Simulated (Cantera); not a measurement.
Mixture: 3.42 % CH₄, 3.21 % H₂, 19.6 % O₂, 73.8 % N₂, equivalence ratio 0.43, at 16.8 atm, adiabatic and at constant pressure. Ignition delay is the time to a rise of 400 K.

Computed with Cantera and GRI-Mech 3.0 (53 species, 325 reactions). The pressure lies above the range GRI-Mech 3.0 was tuned for (to about 10 atm).

**Question.** Predict: delay at 1100 K; delay at 1200 K; delay at 1300 K; delay at 1400 K; delay at 1500 K; delay at 1600 K; apparent activation energy between 1400 and 1600 K.

**Answer.** 
```
Property                                                 Value
--------------------------------------------------  ----------
delay at 1100 K                                        1.81 ms
delay at 1200 K                                       0.290 ms
delay at 1300 K                                        71.6 µs
delay at 1400 K                                        27.2 µs
delay at 1500 K                                        13.1 µs
delay at 1600 K                                        7.15 µs
apparent activation energy between 1400 and 1600 K  120 kJ/mol
```
